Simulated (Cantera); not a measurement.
A closed system holds: 1 mol Si3N4, 0.017 mol CO2, 830 mol N2, at 6000 Pa.

Method: chemical equilibrium by Gibbs-energy minimisation in Cantera with the NASA 1993 tables (ideal gas, pure condensed phases). Candidate condensed phases: C, Si, SiC, SiO2, Si2N2O, Si3N4; 34 gas species. Mutual solubility and eutectic melting of coexisting phases are not modelled. Equilibrium is a limit: real reactors are often held back by kinetics, nucleation or transport.

### Question
Which condensed phases are stable at each of these points (T (K)): 1573, 1623, 1673, 1723, 1773, 1823, 1873, 1923, 1973, 2023, 2073, 2123, 2173, 2223?

### Answer
| T (K) | condensed phases | Si condensed (%) |
|---|---|---|
| 1573 | Si2N2O(s) + Si3N4(s) | 99.7 |
| 1623 | Si3N4(s) | 99.4 |
| 1673 | Si3N4(s) | 99.4 |
| 1723 | Si3N4(s) | 99.4 |
| 1773 | Si3N4(s) | 99.2 |
| 1823 | SiC(s) + Si3N4(s) | 98.5 |
| 1873 | SiC(s) + Si3N4(s) | 96.1 |
| 1923 | SiC(s) + Si3N4(s) | 88.8 |
| 1973 | Si(l) | 79.8 |
| 2023 | Si(l) | 65.5 |
| 2073 | Si(l) | 41.9 |
| 2123 | Si(l) | 3.6 |
| 2173 | gas only | 0.0 |
| 2223 | gas only | 0.0 |

At 1573 K the condensed part is Si2N2O(s) + Si3N4(s). From 1623 K to 1773 K the condensed part is Si3N4(s). From 1823 K to 1923 K the condensed part is SiC(s) + Si3N4(s). From 1973 K to 2123 K the condensed part is Si(l). From 2173 K to 2223 K nothing is condensed.
